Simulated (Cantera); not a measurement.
Adiabatic ignition

An adiabatic, constant-volume homogeneous reactor starts with CH₄ : C₂H₆ : C₃H₈ : O₂ : N₂ = 1 : 0.041 : 0.68 : 2.52 : 9.47 (molar parts), at 1800 K and 0.750 bar.

Cantera simulation using GRI-Mech 3.0 (53 species, 325 reactions); the numbers are that mechanism's predictions, not measurements. GRI-Mech 3.0 was tuned for natural gas; its chemistry of propane as a main component is partial and can be far from experiment. Above 3000 K some thermodynamic fits are extrapolated.

| t (s) | T (K) | P (bar) | x CH₄ | x C₂H₆ | x C₃H₈ | x N₂O | x OH | x H |
|---|---|---|---|---|---|---|---|---|
| 6.00e-6 | 1736 | 0.743 | 0.0687 | 0.00373 | 0.0295 | 3.77e-9 | 0.000219 | 0.000298 |
| 1.34e-5 | 1846 | 0.826 | 0.0601 | 0.00391 | 0.00693 | 1.54e-8 | 0.000538 | 0.000853 |
| 2.98e-5 | 3026 | 1.60 | 0.000606 | 4.15e-8 | 4.57e-11 | 1.49e-7 | 0.00363 | 0.0161 |
| 6.64e-5 | 2977 | 1.60 | 3.13e-7 | <1e-12 | <1e-12 | 1.46e-7 | 0.00389 | 0.0221 |
| 0.000148 | 2901 | 1.57 | 3.37e-11 | <1e-12 | <1e-12 | 6.34e-8 | 0.00499 | 0.0304 |
| 0.000329 | 2871 | 1.55 | 1.82e-11 | <1e-12 | <1e-12 | 5.31e-8 | 0.00539 | 0.0337 |
| 0.000734 | 2869 | 1.55 | 1.74e-11 | <1e-12 | <1e-12 | 5.16e-8 | 0.00543 | 0.0339 |
| 0.00164 | 2869 | 1.55 | 1.74e-11 | <1e-12 | <1e-12 | 5.12e-8 | 0.00543 | 0.0339 |
| 0.00364 | 2869 | 1.55 | 1.74e-11 | <1e-12 | <1e-12 | 5.11e-8 | 0.00543 | 0.0339 |
| 0.00812 | 2869 | 1.55 | 1.74e-11 | <1e-12 | <1e-12 | 5.11e-8 | 0.00543 | 0.0339 |
| 0.0181 | 2869 | 1.55 | 1.74e-11 | <1e-12 | <1e-12 | 5.11e-8 | 0.00543 | 0.0339 |
| 0.0403 | 2869 | 1.55 | 1.74e-11 | <1e-12 | <1e-12 | 5.11e-8 | 0.00543 | 0.0339 |
| 0.0898 | 2869 | 1.55 | 1.74e-11 | <1e-12 | <1e-12 | 5.11e-8 | 0.00543 | 0.0339 |
| 0.200 | 2869 | 1.55 | 1.74e-11 | <1e-12 | <1e-12 | 5.11e-8 | 0.00543 | 0.0339 |
x: mole fraction; the columns are a selection and need not sum to one.

```yaml
time_of_steepest_temperature_rise: 22.7 µs
temperature at 0.200 s: 2869 K
equilibrium_temperature: 2869 K
x(CH₄) at 0.200 s: 1.74e-11 (gas-phase equilibrium 1.94e-11)
x(C₂H₆) at 0.200 s: <1e-12 (gas-phase equilibrium <1e-12)
x(C₃H₈) at 0.200 s: <1e-12 (gas-phase equilibrium <1e-12)
```
